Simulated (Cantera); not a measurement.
A jet of 1.92 % CH4, 18.2 % O2, 79.9 % N2, equivalence ratio 0.21 at 300 K and 0.0200 bar hits a platinum plate 8.9 cm away at a mass flux of 0.076 kg/m²/s; the plate temperature is set and raised in steps from an oxygen-covered start.

Computed with Cantera and Deutschmann's 1995 Pt surface mechanism with GRI-Mech 3.0 gas chemistry. Catalytic surfaces can have several steady states; this one follows from the mechanism file's or the stated starting coverage.

x: mole fraction at the wall; θ: surface coverage.

```
plate T (K)  wall x CH4  wall x O2  wall x H2O  wall x OH  wall x CO  wall x CO2  θ free Pt   θ O*
-----------  ----------  ---------  ----------  ---------  ---------  ----------  ---------  -----
850              0.0172      0.178     0.00376      <1e-8    5.16e-6     0.00245      0.184  0.816
900              0.0156      0.174     0.00683    3.10e-8    6.70e-6     0.00446      0.253  0.746
950                   ?      0.170           ?          ?          ?           ?          ?      ?
1000                  ?      0.166           ?          ?          ?           ?          ?      ?
1050             0.0101      0.163      0.0169    7.59e-7    1.11e-5      0.0111      0.471  0.528
```

What belongs in the gaps?


- 950, wall x CH4: 0.0137
- 950, wall x H2O: 0.0104
- 950, wall x OH: 1.05e-7
- 950, wall x CO: 8.19e-6
- 950, wall x CO2: 0.00677
- 950, θ free Pt: 0.326
- 950, θ O*: 0.674
- 1000, wall x CH4: 0.0118
- 1000, wall x H2O: 0.0138
- 1000, wall x OH: 3.03e-7
- 1000, wall x CO: 9.64e-6
- 1000, wall x CO2: 0.00905
- 1000, θ free Pt: 0.399
- 1000, θ O*: 0.600
